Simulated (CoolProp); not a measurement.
A simple Rankine cycle with dimethyl carbonate: condensing at 310.15 K, boiler at 0.259 MPa, turbine inlet 400.9 K, turbine efficiency 0.65, pump efficiency 0.7, no recuperator. Each further row changes one setting.

Values from CoolProp's reference Helmholtz-energy equation of state, Zhou 2011.

| case | thermal efficiency (%) | net work (kJ/kg) | heat in (kJ/kg) | turbine exit temperature (K) | volume ratio over the turbine |
|---|---|---|---|---|---|
| as stated | 12.0 | 63.0 | 525 | [?] | 18.3 |
| turbine inlet 420.9 K | 12.0 | 66.7 | 555 | 370.1 | 18.2 |
| condensing temperature 302.15 K | [?] | 70.4 | 540 | 344.7 | 26.4 |
| boiler pressure 0.181 MPa | 10.7 | 56.6 | 528 | 356.9 | 12.8 |
| turbine efficiency 0.55 | [?] | 53.3 | 525 | [?] | 18.6 |

Q: Fill in the missing entries.

A: 
- as stated, turbine exit temperature (K): 350.4
- condensing temperature 302.15 K, thermal efficiency (%): 13.0
- turbine efficiency 0.55, thermal efficiency (%): 10.1
- turbine efficiency 0.55, turbine exit temperature (K): 357.8
